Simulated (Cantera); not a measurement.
# SiH2Cl2 + N2 (silicon nitride deposition)

Feed: 1 mol SiH2Cl2, 0.28 mol N2, equilibrated at 973 K.

Method: chemical equilibrium by Gibbs-energy minimisation in Cantera with the NASA 1993 tables (ideal gas, pure condensed phases). Candidate condensed phases: NH4Cl, Si, Si3N4; 28 gas species. N2 is the only nitrogen source here; it is nearly inert below about 1500 K, so the nitride shown seldom forms there in practice. The tables' values for SiCl3 are old estimates; treat these amounts as uncertain. The numbers say what is thermodynamically allowed, not how fast it happens.

```
P (Pa)   x H2  x SiCl4    x HCl  x SiHCl3   x SiCl2  x SiCl3  n Si(s)  n Si3N4(s)
------  -----  -------  -------  --------  --------  -------  -------  ----------
5       0.577    0.255    0.109   0.00759    0.0332   0.0172   0.0871       0.140
21      0.602    0.277   0.0795    0.0118    0.0169   0.0128   0.0881       0.140
85      0.618    0.289   0.0574    0.0175   0.00857  0.00929   0.0851       0.140
350     0.628    0.294   0.0408    0.0255   0.00426  0.00661   0.0799       0.140
1400    0.634    0.294   0.0290    0.0361   0.00213  0.00467   0.0736       0.140
5900    0.635    0.289   0.0201    0.0511   0.00103  0.00322   0.0658       0.140
24000   0.632    0.279   0.0140    0.0706  0.000501  0.00221   0.0565       0.140
100000  0.625    0.263  0.00963    0.0961  0.000238  0.00148   0.0449       0.140
```
x: gas mole fraction; n: condensed amount in mol.

From 5.00 Pa to 1.00 bar the condensed part is Si(s) + Si3N4(s). The main Si-bearing gas is SiCl4 throughout. The share of Si in condensed phases is highest at 21.0 Pa (50.8 %) and lowest at 1.00 bar (46.5 %).
